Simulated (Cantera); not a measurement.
Feed: 1 mol B, 1.4 mol H2, 1.2 mol NH3, at 1023 K and 1330 Pa.

These are equilibrium values from Cantera (NASA tables, ideal gas, pure condensed phases), not measurements of a reactor. Candidate condensed phases: B, BN; 15 gas species. Equilibrium is a limit: real reactors are often held back by kinetics, nucleation or transport.

Base state: H2 0.970, N2 0.0303 (mole fractions); condensed: BN(s).

Q: What changes in the equilibrium state with this change: temperature from 1023 K to 2250 K?

A: 
```json
[
 {"species": "H2", "before": "0.970", "after": "0.788"},
 {"species": "N2", "before": "0.0303", "after": "0.153"},
 {"species": "H", "before": "3.53e-8", "after": "0.0571"},
 {"species": "BH2", "before": "<1e-9", "after": "0.00131"},
 {"species": "B", "before": "<1e-9", "after": "0.000401"},
 {"species": "BH", "before": "<1e-9", "after": "4.16e-5"},
 {"species": "BN", "before": "<1e-9", "after": "1.11e-5"},
 {"species": "BN(s), mol", "before": "1.00", "after": "0"},
 {"species": "B(s), mol", "before": "0", "after": "0.993"}
]
```
The tables' values for BH2 are old estimates; treat these amounts as uncertain.

Q: What changes in the equilibrium state with this change: NH3 from 1.2 to 0.15 mol?

A: 
```
species     before  after
----------  ------  -----
H2           0.970   1.00
N2          0.0303  <1e-9
BN(s), mol    1.00  0.150
B(s), mol        0  0.850
```
Mutual solubility and eutectic melting of coexisting phases are not modelled.
